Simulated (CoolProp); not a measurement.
A closed Brayton cycle with carbon dioxide: compressor inlet 326.15 K and 9 MPa, high pressure 27.9 MPa, turbine inlet 800 K, compressor efficiency 0.89, turbine efficiency 0.9, recuperator effectiveness 0 (on enthalpy, no pinch check). Each further row changes one setting.

Values from CoolProp's reference Helmholtz-energy equation of state, Span 1996.

```json
[
 {"case": "as stated", "thermal efficiency (%)": "16.6", "net work (kJ/kg)": "86.9", "compressor to turbine work": "0.39", "compressor exit (K)": "414.8", "turbine exit (K)": "667.4"},
 {"case": "turbine inlet 750 K", "thermal efficiency (%)": "16.6", "net work (kJ/kg)": "[?]", "compressor to turbine work": "[?]", "compressor exit (K)": "414.8", "turbine exit (K)": "622.2"},
 {"case": "compressor inlet 336.15 K", "thermal efficiency (%)": "16.2", "net work (kJ/kg)": "79.1", "compressor to turbine work": "0.44", "compressor exit (K)": "[?]", "turbine exit (K)": "667.4"},
 {"case": "high pressure 23.7 MPa", "thermal efficiency (%)": "[?]", "net work (kJ/kg)": "[?]", "compressor to turbine work": "[?]", "compressor exit (K)": "401.7", "turbine exit (K)": "686.0"},
 {"case": "recuperator effectiveness 0.5", "thermal efficiency (%)": "[?]", "net work (kJ/kg)": "86.9", "compressor to turbine work": "0.39", "compressor exit (K)": "414.8", "turbine exit (K)": "667.4"}
]
```

Q: Some entries are withheld; supply them.

A: 
- turbine inlet 750 K, net work (kJ/kg): 76.4
- turbine inlet 750 K, compressor to turbine work: 0.42
- compressor inlet 336.15 K, compressor exit (K): 433.7
- high pressure 23.7 MPa, thermal efficiency (%): 14.6
- high pressure 23.7 MPa, net work (kJ/kg): 77.9
- high pressure 23.7 MPa, compressor to turbine work: 0.37
- recuperator effectiveness 0.5, thermal efficiency (%): 23.1
